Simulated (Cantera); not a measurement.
An isothermal, constant-pressure homogeneous reactor starts with 86.2 % N2O, 13.8 % O2, at 1500 K and 0.360 bar.

Computed with Cantera and GRI-Mech 3.0 (53 species, 325 reactions). GRI-Mech 3.0 was tuned for natural gas; its chemistry of N2O as a main component is partial and can be far from experiment. The temperature is held fixed by assumption; the heat of reaction is taken as removed at once.

### Question
Predict: x(N2O) at 30.0 s; x(O2) at 30.0 s; x(NO2) at 30.0 s; x(N2) at 30.0 s; x(NO) at 30.0 s.

### Answer
- x(N2O) at 30.0 s: 5.23e-6 (gas-phase equilibrium 4.75e-8)
- x(O2) at 30.0 s: 0.333 (gas-phase equilibrium 0.397)
- x(NO2) at 30.0 s: 0.000521 (gas-phase equilibrium 6.50e-6)
- x(N2) at 30.0 s: 0.538 (gas-phase equilibrium 0.602)
- x(NO) at 30.0 s: 0.129 (gas-phase equilibrium 0.00148)
